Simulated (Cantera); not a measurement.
Feed: 1 mol SiCl4, 0.19 mol O3, 0.45 mol N2O, held at 927 °C and 12.0 Pa.

Equilibrium computed with Cantera from the NASA thermochemical tables; the gas is ideal and each condensed phase is pure. Candidate condensed phases: Si, SiO2, Si2N2O, Si3N4; 23 gas species. The tables hold silica as quartz up to 1696 K and as liquid above; real silica turns to tridymite and cristobalite and melts near 1996 K. Equilibrium is a limit: real reactors are often held back by kinetics, nucleation or transport.

Base state: Cl2 0.332, Cl 0.248, SiCl4 0.219, N2 0.201 (mole fractions); condensed: SiO2(β-quartz).

**Question.** What changes in the equilibrium state with this change: pressure from 12.0 Pa to 47.0 Pa?

**Answer.** 
```
species              before  after
-------------------  ------  -----
Cl2                   0.332  0.414
SiCl4                 0.219  0.232
N2                    0.201  0.213
Cl                    0.248  0.140
SiO2(β-quartz), mol   0.510  0.510
```
